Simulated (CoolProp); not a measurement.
A single-stage vapour-compression cycle with sulfur hexafluoride: evaporating at 261.15 K (dew point), condensing at 306.15 K (bubble point), superheat 2 K, subcooling 0 K, compressor efficiency 0.7, no pressure losses. Each further row changes one setting.

Values from CoolProp's reference Helmholtz-energy equation of state, Guder 2009.

| case | cooling COP | pressure ratio | discharge temperature (K) | refrigerating effect (kJ/kg) | volumetric capacity (kJ/m³) |
|---|---|---|---|---|---|
| as stated | 2.19 | 3.21 | 315.2 | 42.7 | 3060 |
| evaporating temperature 266.15 K | 2.63 | 2.77 | 314.5 | 44.6 | 3720 |
| condensing temperature 301.15 K | 2.78 | 2.86 | 309.5 | 49.5 | 3540 |
| subcooling 5 K | 2.56 | 3.21 | 315.2 | 50.1 | 3580 |
| superheat 12 K | 2.34 | 3.21 | 323.8 | 49.9 | 3340 |
| compressor efficiency 0.6 | 1.87 | 3.21 | 318.3 | 42.7 | 3060 |
